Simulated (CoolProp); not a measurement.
The numbers come from the reference Helmholtz-energy equation of state, Aleksandrov 2011 in CoolProp. It is a short technical equation, of lower accuracy than the large ones.

Question: For n-undecane, give the phase and the density (kg/m³), cv (kJ/(kg K)), speed of sound (m/s), expansivity (1/kK) at 303.5 K and 0.872 bar; 410.3 K and 107 bar.

Answer: 
- 303.5 K and 0.872 bar: liquid; density 732, cv 1.82, speed of sound 1250, expansivity 1.04
- 410.3 K and 107 bar: liquid; density 665, cv 2.24, speed of sound 955, expansivity 1.07
